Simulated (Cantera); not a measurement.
A perfectly stirred reactor is fed with CH2O : O2 : N2 = 0.0092 : 0.019 : 1 (molar parts), equivalence ratio 0.48, at 1430 Torr; it is held at 1423 K, and followed from long to short residence time.

Detailed kinetics in Cantera: GRI-Mech 3.0 (53 species, 325 reactions).

Question: What does this change do: N2 1 to 3 parts?

Answer: 
| quantity | before | after |
|---|---|---|
| x(CH2O) at τ = 13.0 s | 1.06e-7 | 6.32e-8 |
| x(O2) at τ = 13.0 s | 0.00953 | 0.00324 |
| x(CO2) at τ = 13.0 s | 0.00894 | 0.00303 |
| x(C2H6) at τ = 13.0 s | <1e-12 | <1e-12 |
| x(HO2) at τ = 13.0 s | 7.75e-8 | 4.39e-8 |
| x(CH2O) at τ = 0.260 s | 1.41e-6 | 7.83e-7 |
| x(O2) at τ = 0.260 s | 0.00957 | 0.00326 |
| x(CO2) at τ = 0.260 s | 0.00882 | 0.00296 |
| x(C2H6) at τ = 0.260 s | <1e-12 | <1e-12 |
| x(HO2) at τ = 0.260 s | 8.79e-7 | 4.24e-7 |
